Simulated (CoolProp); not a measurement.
Computed with CoolProp (reference Helmholtz-energy equation of state, Wu 2012).

Question: For fluoroethane (R161), give the phase and the Z, cv (kJ/(kg K)), Joule-Thomson coefficient (K/MPa), expansivity (1/kK) at 81.85 °C and 38.8 bar.

Answer: 
- 81.85 °C and 38.8 bar: liquid; Z 0.114, cv 1.68, Joule-Thomson coefficient 1.38, expansivity 9.71
